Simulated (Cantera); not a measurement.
Feed: 1 mol S, 0.034 mol H2O, 0.041 mol H2, held at 1330 Pa.

Equilibrium computed with Cantera from the NASA thermochemical tables; the gas is ideal and each condensed phase is pure. Candidate condensed phases: H2O, H2SO4, S; 19 gas species. Equilibrium is a limit: real reactors are often held back by kinetics, nucleation or transport. All values below are at 2152 °C.

Base state: S2 0.596, S 0.212, H2 0.0700, SO 0.0419, H 0.0410, SH 0.0317, H2O 0.00315, SO2 0.00217 (mole fractions); condensed: gas only.

### Question
What changes in the equilibrium state with this change: H2 from 0.041 to 1.2 mol?

### Answer
| species | before | after |
|---|---|---|
| H2 | 0.0700 | 0.536 |
| S2 | 0.596 | 0.169 |
| H | 0.0410 | 0.113 |
| S | 0.212 | 0.113 |
| SO | 0.0419 | 0.00800 |
| SH | 0.0317 | 0.0467 |
| SO2 | 0.00217 | 0.000148 |
| S2O | 0.000469 | 4.76e-5 |
| H2S | 0.00142 | 0.00578 |
| O | 0.000136 | 4.89e-5 |
| H2O | 0.00315 | 0.00863 |
